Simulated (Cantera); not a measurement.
A Cantera script and what it prints.

```python
import numpy as np
import cantera as ct

gas_names = """
    Fe FeO Fe(OH)2 H HNO HNO2 HNO3 HO2 H2 H2O H2O2 N NH NH2 NH3 NH2OH NO NO2 NO3 N2 N2H2 N2H4 N2O O OH
    O2 O3
""".split()
cond_names = """
    Fe(a) Fe(c) Fe(d) Fe(L) FeO(s) FeO(L) Fe(OH)2(s) Fe(OH)3(s) Fe2O3(s) Fe3O4(s) H2O(s) H2O(L)
""".split()


def load(file, names, dense=False):
    # The tables refer to 1 bar. Condensed volumes are neglected.
    table = {s.name: s for s in ct.Species.list_from_file(file)}
    out = []
    for n in names:
        d = dict(table[n].input_data)
        d["thermo"] = dict(d["thermo"], **{"reference-pressure": 1e5})
        if dense:
            d["equation-of-state"] = {"model": "constant-volume", "density": "1e6 g/cm^3"}
        out.append(ct.Species.from_dict(d))
    return out


gas = ct.Solution(thermo="ideal-gas", species=load("nasa_gas.yaml", gas_names))
cond = {s.name: ct.Solution(thermo="fixed-stoichiometry", species=[s], name=s.name)
        for s in load("nasa_condensed.yaml", cond_names, dense=True)}
atoms = {
    'Fe3O4': {'Fe': 3, 'O': 4},
    'H2': {'H': 2},
    'N2': {'N': 2},
}
top_T = {'Fe2O3(s)': 1830, 'Fe3O4(s)': 1870}  # K; cautious upper limits of use, not melting points


def equilibrate(T, P, feed):
    n = {}
    for name, mol in feed.items():
        for a, k in atoms[name].items():
            n[a] = n.get(a, 0.0) + k * mol
    gas.TPX = T, P, n
    mass = sum(n.values()) * gas.mean_molecular_weight
    gas.equilibrate("TP")
    valid = [c for c in cond.values() if c.min_temp <= T <= top_T.get(c.name, c.max_temp)]
    mix = ct.Mixture([(gas, mass / gas.mean_molecular_weight)] + [(c, 0.0) for c in valid])
    mix.T, mix.P = T, P
    mix.equilibrate("TP", solver="vcs", rtol=1e-11, max_steps=5000)
    return mix


results = []
feed = {'Fe3O4': 1, 'H2': 290, 'N2': 3.6}  # mol
P = 10000  # Pa
for T in [873, 973, 1073, 1173, 1273, 1373, 1473, 1573, 1673, 1773, 1873, 1973, 2073, 2173]:
    mix = equilibrate(T, P, feed)
    results.append((T, P, feed, dict(zip(mix.species_names, mix.species_moles))))
    x = sorted(zip(gas.X, gas.species_names), reverse=True)
    print(f"T = {T:g} K  P = {P:g} Pa  gas = {mix.phase_moles(0):.4g} mol")
    print("   x: " + "  ".join(f"{s} {v:.3e}" for v, s in x if v > 0.001))
    print("   condensed (mol): " + ("  ".join(f"{mix.phase(i).name} {mix.phase_moles(i):.4g}"
          for i in range(1, mix.n_phases) if mix.phase_moles(i) > 1e-12) or "none"))
```

Output:

```
T = 873 K  P = 10000 Pa  gas = 293.6 mol
   x: H2 9.741e-01  H2O 1.362e-02  N2 1.225e-02
   condensed (mol): Fe(a) 3
T = 973 K  P = 10000 Pa  gas = 293.6 mol
   x: H2 9.741e-01  H2O 1.362e-02  N2 1.226e-02
   condensed (mol): Fe(a) 3
T = 1073 K  P = 10000 Pa  gas = 293.6 mol
   x: H2 9.741e-01  H2O 1.362e-02  N2 1.226e-02
   condensed (mol): Fe(a) 3
T = 1173 K  P = 10000 Pa  gas = 293.6 mol
   x: H2 9.741e-01  H2O 1.362e-02  N2 1.226e-02
   condensed (mol): Fe(a) 3
T = 1273 K  P = 10000 Pa  gas = 293.6 mol
   x: H2 9.741e-01  H2O 1.362e-02  N2 1.226e-02
   condensed (mol): Fe(c) 3
T = 1373 K  P = 10000 Pa  gas = 293.6 mol
   x: H2 9.741e-01  H2O 1.362e-02  N2 1.226e-02
   condensed (mol): Fe(c) 3
T = 1473 K  P = 10000 Pa  gas = 293.6 mol
   x: H2 9.741e-01  H2O 1.362e-02  N2 1.226e-02
   condensed (mol): Fe(c) 3
T = 1573 K  P = 10000 Pa  gas = 293.6 mol
   x: H2 9.740e-01  H2O 1.362e-02  N2 1.226e-02
   condensed (mol): Fe(c) 2.998
T = 1673 K  P = 10000 Pa  gas = 293.7 mol
   x: H2 9.737e-01  H2O 1.362e-02  N2 1.226e-02
   condensed (mol): Fe(d) 2.988
T = 1773 K  P = 10000 Pa  gas = 293.8 mol
   x: H2 9.730e-01  H2O 1.361e-02  N2 1.225e-02
   condensed (mol): Fe(d) 2.942
T = 1873 K  P = 10000 Pa  gas = 294.1 mol
   x: H2 9.714e-01  H2O 1.360e-02  N2 1.224e-02  H 2.012e-03
   condensed (mol): Fe(L) 2.767
T = 1973 K  P = 10000 Pa  gas = 295 mol
   x: H2 9.674e-01  H2O 1.355e-02  N2 1.220e-02  H 4.197e-03  Fe 2.681e-03
   condensed (mol): Fe(L) 2.209
T = 2073 K  P = 10000 Pa  gas = 297.2 mol
   x: H2 9.583e-01  H2O 1.344e-02  N2 1.211e-02  H 8.141e-03  Fe 8.028e-03
   condensed (mol): Fe(L) 0.6134
T = 2173 K  P = 10000 Pa  gas = 298.8 mol
   x: H2 9.497e-01  H 1.487e-02  H2O 1.335e-02  N2 1.205e-02  Fe 1.004e-02
   condensed (mol): none
```

Equilibrium computed with Cantera from the NASA thermochemical tables; the gas is ideal and each condensed phase is pure.
